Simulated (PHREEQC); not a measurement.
Make-up at 25 °C: 1.1 mol Na2CO3, 0.0071 mol H3BO3 and 0.45 mol KBr per kg of water. Closed to the air; pH follows from the charge balance.

The numbers come from PHREEQC with the Pitzer model, pitzer.dat.

Question: The ionic strength comes out as 3.74 mol/kgw. What activity coefficients do Br-, B(OH)4-, K+, OH-, Na+ get?

Answer: Br- 0.65, B(OH)4- 0.33, K+ 0.55, OH- 0.75, Na+ 0.47. Single-ion values are on the MacInnes scale.

Precipitation was switched off in this run. In brines, pH and single-ion activities rest on the MacInnes convention.
